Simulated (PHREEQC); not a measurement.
Alkaline etch or developer: an equilibrium model

A solution holds 0.015 mol/kgw NaOH, 0.0056 mol/kgw CO2 and 0.25 mol/kgw (CH3)4NCl, at 35 °C. Closed to the air; pH follows from the charge balance.

All values are PHREEQC results (ion-association model, phreeqc.dat), not measurements.

Each row changes one thing in this solution. Precipitation was switched off in this run.

| case | pH | Na+ (mol/kgw) | CO3-2 (mol/kgw) | NaCO3- (mol/kgw) | HCO3- (mol/kgw) | NaHCO3 (mol/kgw) | SI of Halite (NaCl) |
|---|---|---|---|---|---|---|---|
| as made | 11.12 | 0.0144 | 0.00478 | 0.000575 | 0.000245 | 9.37e-7 | -4.32 |
| NaOH from 0.015 to 0.003 mol/kgw | 6.21 | 0.00300 | 7.08e-7 | 1.81e-8 | 0.00300 | 2.41e-6 | -5.00 |
| temperature from 35 to 65 °C | 10.38 | 0.0136 | 0.00352 | ? | 0.000718 | 2.16e-6 | -4.38 |
| diluted 2-fold with water | 10.88 | 0.00732 | 0.00237 | 0.000183 | ? | 5.57e-7 | -4.86 |
| (CH3)4NCl from 0.25 to 0.5 mol/kgw | 11.09 | 0.0145 | 0.00490 | 0.000467 | 0.000231 | 7.73e-7 | ? |
| (CH3)4NCl from 0.25 to 0.225 mol/kgw | 11.13 | 0.0144 | 0.00476 | 0.000592 | 0.000247 | 9.63e-7 | -4.36 |

Question: Fill in the missing entries.

Answer: 
- temperature from 35 to 65 °C, NaCO3- (mol/kgw): 0.00136
- diluted 2-fold with water, HCO3- (mol/kgw): 0.000251
- (CH3)4NCl from 0.25 to 0.5 mol/kgw, SI of Halite (NaCl): -4.06

(CH3)4N+ isn't in the database: it is added as a free cation with an ion size of 4 Å. Constants without temperature data keep their 25 °C values here.
